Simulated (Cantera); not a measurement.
A closed system holds: 1 mol B2H6, 9.1 mol NH3, at 1100 K and 13300 Pa.

Equilibrium computed with Cantera from the NASA thermochemical tables; the gas is ideal and each condensed phase is pure. Candidate condensed phases: B, BN; 15 gas species. The feed counts by its element totals alone. Kinetics and transport are ignored.

**Question.** What is the equilibrium state?

**Answer.** 
| Item | Result |
|---|---|
| x(H2) | 0.824 |
| x(N2) | 0.176 |
| x(NH3) | 1.33e-5 |
| n(BN(s)) | 2.00 mol |
| gas amount | 20.20 mol |
| log10 activity of B(s) (absent) | -6.49 |
